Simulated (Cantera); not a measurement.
Input: 1 mol Si, 0.016 mol H₂O, 98 mol N₂, held at 1798.15 K and 0.000220 bar.

Cantera equilibrium calculation (NASA polynomials, part measured and part estimated; ideal gas, pure solids and liquids). Candidate condensed phases: H₂O, Si, SiO₂, Si₂N₂O, Si₃N₄; 35 gas species. The tables' values for SiN are old estimates; treat these amounts as uncertain. Rates play no part.

Base state: N₂ 0.990, Si 0.00964, H 0.000192, SiO 0.000162, Si₂N 7.00e-5, H₂ 6.51e-5, SiN 6.33e-5, Si₂ 3.97e-5 (mole fractions); condensed: gas only.

Task: What changes in the equilibrium state with this change: 0.076 mol O₂ added?

Result: 
```
species    before     after
-------  --------  --------
N₂          0.990     0.990
Si        0.00964   0.00818
SiO      0.000162   0.00170
Si₂N      7.00e-5   5.04e-5
Si₂       3.97e-5   2.86e-5
SiN       6.33e-5   5.37e-5
H₂        6.51e-5   6.51e-5
H        0.000192  0.000192
```
